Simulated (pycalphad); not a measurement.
CALPHAD calculation (pycalphad, COST 507 light-alloy database (1999)), 1 atm. These are 1990s assessments: newer ones move some temperatures and phases. Kinetics are ignored, which matters at the lower temperatures.

Si-1.22Cu (at.%): equilibrium cooling sequence

```json
[
 {"T (K)": "1681.1", "phases above": "liquid", "phases below": "diamond (Si) + liquid"},
 {"T (K)": "1073.7", "phases above": "diamond (Si) + liquid", "phases below": "CU19SI6_ETA + diamond (Si)"}
]
```

Changes were sought between steps of 75 K, so a narrower field can be missed.

Database names, with the compositions (at.%) that they take in these runs: CU19SI6_ETA: Cu 76 Si 24.
